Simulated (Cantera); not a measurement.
Input (Python, Cantera):

```python
import numpy as np
import cantera as ct

gas = ct.Solution("gri30.yaml")
gas.TPX = 1775, 28, {'C2H6': 1, 'H2': 1.2, 'H2O': 0.049}
inlet = ct.Reservoir(gas, clone=True)

reactor = ct.IdealGasConstPressureReactor(gas, energy="off", clone=False)
exhaust = ct.Reservoir(gas, clone=True)
tau = [1.6, 0.36, 0.08, 0.018, 0.0039, 0.00085, 0.00019][0]
for a, b in ((inlet, reactor), (reactor, exhaust)):
    ct.MassFlowController(a, b, mdot=lambda t: reactor.mass / tau)
net = ct.ReactorNet([reactor])
show = ['C2H6', 'H2', 'H', 'CH4', 'C2H', 'C2H2']

rows = []
print(f"{'tau/s':>10s}{'T/K':>9s}" + "".join(f"{s:>11s}" for s in show))
for tau in [1.6, 0.36, 0.08, 0.018, 0.0039, 0.00085, 0.00019]:
    net.initial_time = 0.0
    net.advance(30 * tau)
    before = gas.X
    net.advance(40 * tau)
    drift = np.max(np.abs(gas.X - before) / (gas.X + 1e-9))
    rows.append([gas.T, *gas[show].X, drift])
    print(f"{tau:10.3e}{gas.T:9.1f}" + "".join(f"{x:11.3e}" for x in gas[show].X))
```

It prints:

```
     tau/s      T/K       C2H6         H2          H        CH4        C2H       C2H2
 1.600e+00   1775.0  5.827e-04  6.838e-01  5.033e-03  7.700e-02  1.189e-05  2.058e-01
 3.600e-01   1775.0  2.459e-03  6.334e-01  5.686e-03  1.284e-01  1.271e-05  1.803e-01
 8.000e-02   1775.0  1.056e-02  5.657e-01  6.288e-03  1.850e-01  1.174e-05  1.346e-01
 1.800e-02   1775.0  4.448e-02  5.022e-01  6.316e-03  2.022e-01  6.647e-06  6.753e-02
 3.900e-03   1775.0  1.681e-01  4.887e-01  4.690e-03  1.159e-01  8.233e-07  1.106e-02
 8.500e-04   1775.0  3.549e-01  5.145e-01  2.034e-03  1.983e-02  5.629e-09  1.897e-04
 1.900e-04   1775.0  4.271e-01  5.276e-01  3.722e-04  1.525e-03  1.202e-12  2.583e-07
```

Detailed kinetics in Cantera: GRI-Mech 3.0 (53 species, 325 reactions). GRI-Mech 3.0 stops at C3 and has no aromatics, soot or wall deposition, so with more carbon than oxygen in the feed, carbon stays in small species such as C2H2 where larger ones or solid carbon would form. Radical loss at walls, strong at low pressure, is not modelled.
